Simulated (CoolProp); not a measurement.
Octamethylcyclotetrasiloxane (D4) along the isobar 0.372 MPa: density (kg/m³) from the reference equation and from simpler models built on Tc = 586.5 K, pc = 1.347 MPa, ω = 0.598; each cubic takes its own stable root.

Computed with CoolProp (reference Helmholtz-energy equation of state, Thol 2015).

```csv
T (K),phase,reference,ideal gas,Redlich-Kwong
558.5,gas,27.30,23.76,26.93
564.1,gas,26.86,…,26.55
569.7,gas,26.43,23.29,26.18
575.3,gas,26.03,23.07,…
580.9,gas,25.64,22.85,25.49
586.4,gas,25.28,22.63,25.16
592,gas,24.92,22.42,…
597.6,gas,24.58,…,24.53
603.2,gas,24.25,22.00,…
608.8,gas,23.93,21.80,23.93
614.4,gas,23.62,…,23.65
620,gas,23.33,…,…
```

Task: Complete the blanks.

Result: 
- 564.1, ideal gas: 23.53
- 575.3, Redlich-Kwong: 25.83
- 592, Redlich-Kwong: 24.84
- 597.6, ideal gas: 22.21
- 603.2, Redlich-Kwong: 24.23
- 614.4, ideal gas: 21.60
- 620, ideal gas: 21.40
- 620, Redlich-Kwong: 23.37
